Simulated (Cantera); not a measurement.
A freely propagating, adiabatic, planar premixed flame of 37.7 % H₂, 14.5 % O₂, 47.8 % N₂, unburnt at 450 K and 500000 Pa; multicomponent+Soret transport, grid criteria slope 0.08 and curve 0.16, no radiation.

Computed with Cantera and the H2/O2 subset of GRI-Mech 3.0, which has no nitrogen chemistry. The hydrogen kinetics of GRI-Mech 3.0 are dated; newer H2 mechanisms differ, most at raised pressure. Burning velocities carry a grid error of a few per cent, more on coarse grids.

Question: Predict: laminar burning velocity; thermal thickness; peak x(OH); peak x(O); peak x(H).

Answer: 
```json
{
 "laminar_burning_velocity": "561 cm/s",
 "thermal_thickness": "0.0479 mm",
 "peak x(OH)": "0.0155",
 "peak x(O)": "0.00641",
 "peak x(H)": "0.0484"
}
```
